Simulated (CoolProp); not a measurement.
Vapour-liquid equilibrium of ethanol (1) + benzene (2) at 412.7 K; x and y are mole fractions of (1).

Model: multi-fluid Helmholtz-energy mixture model, Schroeder 2014 and Thol 2012; pair parameters Bell 2016, in CoolProp.

### Question
Give the bubble pressure and the first vapour's composition at x = 0.05, 0.35, 0.95. Is there an azeotrope?

### Answer
x = 0.05: 0.5588 MPa, y = 0.184; x = 0.35: 0.7817 MPa, y = 0.512; x = 0.95: 0.7665 MPa, y = 0.930. y crosses x between x = 0.65 and 0.8: the model has an azeotrope there.

Pair parameters are fitted to limited data, so mixtures are less certain than the pure fluids.
